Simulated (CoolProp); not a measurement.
Vapour-liquid equilibrium of propylene (1) + R152A (2) at 0.014 MPa; x and y are mole fractions of (1).

The numbers come from the multi-fluid Helmholtz-energy mixture model, Lemmon 2013 and Outcalt 1996; pair parameters Bell 2016 in CoolProp.

Give the bubble temperature and the first vapour's composition at x = 0.05, 0.15, 0.55. Is there an azeotrope?

x = 0.05: 205.2 K, y = 0.398; x = 0.15: 197.6 K, y = 0.681; x = 0.55: 191.1 K, y = 0.848. No azeotrope shows between x = 0.05 and 0.95.

The pair parameters rest on a limited set of measurements; away from them the model extrapolates. With so large a gap from Raoult's law the liquid may split in two, which this calculation doesn't test in full.
